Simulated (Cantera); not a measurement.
A jet of 4.11 % CH₄, 12.6 % O₂, 83.2 % N₂ at 300 K and 0.148 atm hits a platinum plate 3.5 cm away at a mass flux of 0.061 kg/m²/s; the plate temperature is set and raised in steps from an oxygen-covered start.

Cantera simulation using Deutschmann's 1995 Pt surface mechanism with GRI-Mech 3.0 gas chemistry; the numbers are that mechanism's predictions, not measurements. Catalytic surfaces can have several steady states; this one follows from the mechanism file's or the stated starting coverage.

x: mole fraction at the wall; θ: surface coverage.

| plate T (K) | wall x CH₄ | wall x O₂ | wall x H₂O | wall x OH | wall x CO | wall x CO₂ | θ free Pt | θ O* | θ OH* |
|---|---|---|---|---|---|---|---|---|---|
| 850 | 0.0334 | 0.110 | 0.0146 | <1e-8 | 8.43e-6 | 0.00947 | 0.123 | 0.876 | 0.00128 |
| 900 | 0.0260 | 0.0943 | 0.0283 | … | 9.51e-6 | 0.0185 | 0.185 | 0.813 | 0.00168 |
| 950 | 0.0188 | 0.0788 | 0.0417 | … | 9.62e-6 | 0.0273 | 0.257 | 0.741 | 0.00187 |
| 1000 | 0.0133 | 0.0674 | 0.0517 | … | 9.37e-6 | 0.0340 | 0.332 | 0.666 | 0.00187 |
| 1050 | 0.00974 | 0.0598 | 0.0582 | … | 9.21e-6 | 0.0383 | 0.406 | 0.592 | 0.00175 |
| 1100 | 0.00742 | 0.0550 | 0.0623 | … | 9.31e-6 | 0.0411 | 0.477 | 0.521 | 0.00158 |
| 1150 | 0.00588 | 0.0519 | 0.0650 | … | 9.72e-6 | 0.0429 | 0.544 | 0.454 | 0.00140 |
| 1200 | 0.00483 | 0.0498 | 0.0667 | … | 1.05e-5 | 0.0440 | 0.606 | 0.392 | 0.00122 |

### Question
What belongs in the gaps?

### Answer

- 900, wall x OH: 2.83e-8
- 950, wall x OH: 8.84e-8
- 1000, wall x OH: 2.41e-7
- 1050, wall x OH: 5.78e-7
- 1100, wall x OH: 1.25e-6
- 1150, wall x OH: 2.50e-6
- 1200, wall x OH: 4.66e-6
